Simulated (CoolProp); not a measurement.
Vapour-liquid equilibrium of CH2F2 (R32) (1) + R1234yf (2) at 41.1 kPa; x and y are mole fractions of (1).

The numbers come from the multi-fluid Helmholtz-energy mixture model, Tillner-Roth 1997 and Lemmon 2022; pair parameters Bell 2023 in CoolProp.

**Question.** Give the bubble temperature and the first vapour's composition at x = 0.05, 0.2, 0.65. Is there an azeotrope?

**Answer.** x = 0.05: -51.5 °C, y = 0.203; x = 0.2: -58.4 °C, y = 0.539; x = 0.65: -66.0 °C, y = 0.829. No azeotrope shows between x = 0.05 and 0.95.

Pair parameters are fitted to limited data, so mixtures are less certain than the pure fluids.
